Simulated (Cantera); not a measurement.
Charge: 1 mol Si2Cl6, 0.32 mol NH3, 0.32 mol H2, 34 mol N2, at 1.28 Torr.

Method: chemical equilibrium by Gibbs-energy minimisation in Cantera with the NASA 1993 tables (ideal gas, pure condensed phases). Candidate condensed phases: NH4Cl, Si, Si3N4; 28 gas species. The feed counts by its element totals alone. Equilibrium is a limit: real reactors are often held back by kinetics, nucleation or transport.

Problem. Which condensed phases are stable at each of these points (T (K)): 1075, 1150, 1225, 1300, 1375, 1450, 1525, 1600, 1675?

Solution. 
```csv
T (K),condensed phases,Si condensed (%)
1075,Si3N4(s),43.3
1150,Si3N4(s),42.5
1225,Si3N4(s),39.1
1300,Si3N4(s),28.0
1375,Si3N4(s),6.9
1450,gas only,0.0
1525,gas only,0.0
1600,gas only,0.0
1675,gas only,0.0
```

From 1075 K to 1375 K the condensed part is Si3N4(s). From 1450 K to 1675 K nothing is condensed.
